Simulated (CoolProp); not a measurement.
Values from CoolProp's reference Helmholtz-energy equation of state, Thol 2019.

**Question.** For decamethylcyclopentasiloxane (D5), give the phase and the density (kg/m³), cp (kJ/(kg K)), isothermal compressibility (1/MPa) at 36.75 °C and 0.539 MPa; 36.75 °C and 0.718 MPa; 36.75 °C and 1.44 MPa.

**Answer.** 
- 36.75 °C and 0.539 MPa: liquid; density 942, cp 1.72, isothermal compressibility 0.00158
- 36.75 °C and 0.718 MPa: liquid; density 942, cp 1.72, isothermal compressibility 0.00157
- 36.75 °C and 1.44 MPa: liquid; density 943, cp 1.72, isothermal compressibility 0.00155
